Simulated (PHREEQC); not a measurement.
A solution holds 0.4 mol Na2HPO4 and 0.0018 mol Na3PO4 per kg of water, at 40 °C. Closed to the air; pH follows from the charge balance.

Model: ion-association model, phreeqc.dat, run in PHREEQC.

Precipitation was switched off in this run.

Problem. What pH, ionic strength, activity of water does the model give?

Solution. pH 8.95; ionic strength 1.05 mol/kgw; activity of water 0.981.

Problem. In which forms is Na present?

Solution. Na+ 90 %, NaHPO4- 10.0 % of the Na.

Caution: at this ionic strength the ion-association model is outside its range; a Pitzer model would be the better tool where its parameters exist. Complexes and solids missing from the database can't appear. Away from 25 °C the constants follow the database's enthalpies or fits; those with neither stay at their 25 °C values.
